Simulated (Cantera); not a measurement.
## Equilibrium for halide evaporation, hydrolysis and transport: CuF2 + O2 + H2

A closed system holds: 1 mol CuF2, 1.1 mol O2, 0.94 mol H2, held at 7.50 Torr.

These are equilibrium values from Cantera (NASA tables, ideal gas, pure condensed phases), not measurements of a reactor. Candidate condensed phases: Cu, CuF2, CuO, Cu(OH)2, Cu2O, H2O; 27 gas species. Mutual solubility and eutectic melting of coexisting phases are not modelled. Rates play no part.

From 550 °C to 775 °C the condensed part is CuF2(s) + CuO(s). From 850 °C to 1225 °C the condensed part is Cu2O(s). From 1300 °C to 1375 °C the condensed part is Cu2O(l). The main Cu-bearing gas is CuF2 at 550 °C and CuF at 1375 °C.

| T (°C) | log p HF | log p O2 | log p CuF | log p H2O | log p CuF2 | n CuF2(s) | n CuO(s) | n Cu2O(s) | n Cu2O(l) |
|---|---|---|---|---|---|---|---|---|---|
| 550 | -2.13 | -2.60 | -9.59 | -5.61 | -7.80 | 0.0606 | 0.939 | 0 | 0 |
| 625 | -2.13 | -2.60 | -7.87 | -6.01 | -6.43 | 0.0602 | 0.940 | 0 | 0 |
| 700 | -2.13 | -2.60 | -6.43 | -6.34 | -5.29 | 0.0588 | 0.940 | 0 | 0 |
| 775 | -2.13 | -2.60 | -5.21 | -6.63 | -4.32 | 0.0471 | 0.939 | 0 | 0 |
| 850 | -2.18 | -2.51 | -4.31 | -6.76 | -3.72 | 0 | 0 | 0.467 | 0 |
| 925 | -2.18 | -2.51 | -3.90 | -6.34 | -3.83 | 0 | 0 | 0.461 | 0 |
| 1000 | -2.18 | -2.51 | -3.61 | -5.83 | -4.05 | 0 | 0 | 0.452 | 0 |
| 1075 | -2.18 | -2.51 | -3.44 | -5.20 | -4.45 | 0 | 0 | 0.443 | 0 |
| 1150 | -2.19 | -2.52 | -3.35 | -4.54 | -4.90 | 0 | 0 | 0.433 | 0 |
| 1225 | -2.20 | -2.52 | -3.23 | -4.03 | -5.24 | 0 | 0 | 0.413 | 0 |
| 1300 | -2.22 | -2.52 | -3.10 | -3.71 | -5.46 | 0 | 0 | 0 | 0.381 |
| 1375 | -2.25 | -2.53 | -2.98 | -3.49 | -5.63 | 0 | 0 | 0 | 0.334 |
log p: log10 of the partial pressure in bar; n: condensed amount in mol.
